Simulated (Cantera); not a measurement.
Source: NASA polynomial tables (part measured, part estimated), evaluated in Cantera. Values are per mole of reaction as written; species without (g) are pure solids or liquids, kept so even where they would boil at 1 bar.

### Question
Between 300 and 673 K, where is each reaction favourable under standard conditions?
- 3 TaO₂(g) + 2 N₂O(g) → 4 NO₂(g) + 3 Ta

### Answer
- 3 TaO₂(g) + 2 N₂O(g) → 4 NO₂(g) + 3 Ta: ΔG° is 635 kJ at 300 K and 706 kJ at 673 K; it stays positive (K < 1). ΔH° is 581 kJ and ΔS° -186 J/K at 673 K.
